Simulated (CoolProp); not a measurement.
The fluid at 298.15 K and 0.119 MPa flows at 11 m/s in a round tube of 4.6 mm bore and 0.25 µm roughness, fully developed (64/Re and Nu = 3.66 if laminar; Colebrook and Gnielinski if turbulent). The same conditions are run with several fluids, on thermodynamics alone (safety and materials aside).

The numbers come from the reference Helmholtz-energy equation of state of each fluid (R236FA: Pan 2012; propylene: Lemmon 2013; R124: de Vries 1995; R134a: Tillner-Roth 1994; normal hydrogen: Leachman 2009) in CoolProp.

Task: Rank R236FA, propylene, R124, R134a, normal hydrogen by Reynolds number, highest first.

Result: R236FA (35100), R124 (26500), R134a (21500), propylene (12100), normal hydrogen (550)

| fluid | Darcy friction factor | pressure drop (Pa/m) | heat-transfer coefficient (W/(m² K)) | mass flow (kg/h) |
|---|---|---|---|---|
| R236FA | 0.0228 | 2280 | 223 | 5.00 |
| propylene | 0.0294 | 796 | 135 | 1.35 |
| R124 | 0.0243 | 2160 | 187 | 4.45 |
| R134a | 0.0256 | 1690 | 164 | 3.30 |
| normal hydrogen | 0.116 | 148 | 148 | 0.0636 |

Transport values come from each fluid's own correlations; those of R236FA, propylene, R124, R134a are estimates that may be off by 10 % or more.
